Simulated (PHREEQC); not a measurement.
1 kg of water holding 0.25 mol NaCl meets 20 L of dry gas (CO2 1 by moles) at fixed total pressure, at 80 °C; fugacities by Peng-Robinson. The gases take part in no redox reaction, some water evaporates into the gas, and hydrates or a liquid gas phase aren't modelled. No solid was allowed to form.

Computed with PHREEQC (Pitzer model, pitzer.dat).

```
P (atm)  dissolved CO2 (all carbonate carbon) (mol/kgw)  φ of CO2    pH
-------  ----------------------------------------------  --------  ----
2                                                0.0186     0.994  4.01
5                                                0.0543     0.984  3.78
10                                                0.112     0.968  3.62
20                                                0.222     0.937  3.47
30                                                0.325     0.907  3.39
40                                                0.419     0.877  3.34
50                                                0.507     0.848  3.30
75                                                0.693     0.780  3.23
100                                               0.837     0.716  3.19
150                                                1.02     0.609  3.14
200                                                1.13     0.532  3.11
300                                                1.27     0.447  3.07
400                                                1.37     0.406  3.03
```

Away from 25 °C the constants follow the database's enthalpies or fits; those with neither stay at their 25 °C values.
